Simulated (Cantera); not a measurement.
# Reactions in the system Fe-H-O

Source: NASA polynomial tables (part measured, part estimated), evaluated in Cantera. Values are per mole of reaction as written; species without (g) are pure solids or liquids, kept so even where they would boil at 1 bar.

2 Fe(OH)2 ⇌ OH(g) + Fe2O3 + 3 H(g)

```
T (K)  ΔH° (kJ)  ΔS° (J/K)  ΔG° (kJ)  log10 K
-----  --------  ---------  --------  -------
548      1018.1      444.1     774.7   -73.84
598      1018.6      445.0     752.5   -65.73
648      1019.1      445.9     730.2   -58.86
698      1019.8      446.8     707.9   -52.97
748      1020.5      447.8     685.5   -47.87
798      1021.2      448.7     663.1   -43.41
848      1022.0      449.7     640.7   -39.46
898      1022.8      450.5     618.2   -35.96
948      1023.3      451.1     595.6   -32.82
```
